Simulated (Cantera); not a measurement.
Mixture: H2 : O2 : N2 = 1 : 1.22 : 4.59 (molar parts), equivalence ratio 0.41, at 36000 Pa, adiabatic and at constant volume. Ignition delay is the time to a rise of 400 K.

Computed with Cantera and GRI-Mech 3.0 (53 species, 325 reactions). Where the delays flatten at high temperature, the 400 K rule measures the pace of heat release, not the induction time.

What does this change do: N2 4.59 to 9.3 parts?


```json
[
 {"quantity": "delay at 1300 K", "before": "0.118 ms", "after": "0.318 ms"},
 {"quantity": "delay at 1400 K", "before": "0.106 ms", "after": "0.335 ms"},
 {"quantity": "delay at 1500 K", "before": "0.107 ms", "after": "0.383 ms"},
 {"quantity": "delay at 1600 K", "before": "0.117 ms", "after": "0.456 ms"},
 {"quantity": "delay at 1700 K", "before": "0.133 ms", "after": "0.551 ms"}
]
```
